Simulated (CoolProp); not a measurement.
Values from CoolProp's reference Helmholtz-energy equation of state, Smukala 2000.

**Question.** Give the vapour pressure (bar), liquid density (kg/m³), enthalpy of vaporisation (kJ/kg), vapour Z of saturated ethylene at 228 K.

**Answer.** 
```
T (K)  p (bar)  liquid density (kg/m³)  enthalpy of vaporisation (kJ/kg)  vapour Z
-----  -------  ----------------------  --------------------------------  --------
228       12.4                     471                               372     0.809
```
